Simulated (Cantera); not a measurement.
# Metals in furnace atmospheres: Cu + CO₂ + H₂

Input: 1 mol Cu, 1.9 mol CO₂, 4.9 mol H₂, held at 0.100 bar.

Method: chemical equilibrium by Gibbs-energy minimisation in Cantera with the NASA 1993 tables (ideal gas, pure condensed phases). Candidate condensed phases: C, C₆H₆, C₇H₈, C₈H₁₈, Cu, CuO, Cu(OH)₂, Cu₂O, H₂O; 113 gas species. Kinetics and transport are ignored.

From 1000 K to 1350 K the condensed part is Cu(s). From 1400 K to 1550 K the condensed part is Cu(l).

| T (K) | x H₂ | x CO | x H₂O | x CO₂ | x Cu | x H | x CH₄ | x OH | n Cu(s) | n Cu(l) |
|---|---|---|---|---|---|---|---|---|---|---|
| 1000 | 0.534 | 0.186 | 0.186 | 0.0932 | 1.56e-10 | 5.25e-9 | 5.75e-5 | 4.05e-12 | 1.00 | 0 |
| 1050 | 0.526 | 0.195 | 0.195 | 0.0848 | 1.05e-9 | 1.86e-8 | 1.51e-5 | 2.20e-11 | 1.00 | 0 |
| 1100 | 0.519 | 0.202 | 0.202 | 0.0775 | 5.95e-9 | 5.89e-8 | 4.48e-6 | 1.02e-10 | 1.00 | 0 |
| 1150 | 0.512 | 0.208 | 0.208 | 0.0712 | 2.89e-8 | 1.69e-7 | 1.48e-6 | 4.15e-10 | 1.00 | 0 |
| 1200 | 0.507 | 0.214 | 0.214 | 0.0657 | 1.23e-7 | 4.44e-7 | 5.34e-7 | 1.50e-9 | 1.000 | 0 |
| 1250 | 0.502 | 0.219 | 0.219 | 0.0608 | 4.64e-7 | 1.08e-6 | 2.09e-7 | 4.86e-9 | 1.000 | 0 |
| 1300 | 0.498 | 0.223 | 0.223 | 0.0566 | 1.58e-6 | 2.47e-6 | 8.84e-8 | 1.44e-8 | 1.000 | 0 |
| 1350 | 0.494 | 0.227 | 0.227 | 0.0529 | 4.89e-6 | 5.30e-6 | 3.98e-8 | 3.94e-8 | 1.000 | 0 |
| 1400 | 0.491 | 0.230 | 0.230 | 0.0496 | 1.35e-5 | 1.08e-5 | 1.90e-8 | 1.00e-7 | 0 | 1.000 |
| 1450 | 0.488 | 0.233 | 0.233 | 0.0467 | 3.44e-5 | 2.09e-5 | 9.56e-9 | 2.39e-7 | 0 | 1.000 |
| 1500 | 0.485 | 0.235 | 0.235 | 0.0441 | 8.22e-5 | 3.88e-5 | 5.04e-9 | 5.37e-7 | 0 | 0.999 |
| 1550 | 0.483 | 0.238 | 0.238 | 0.0418 | 0.000186 | 6.92e-5 | 2.77e-9 | 1.14e-6 | 0 | 0.999 |
x: gas mole fraction; n: condensed amount in mol.
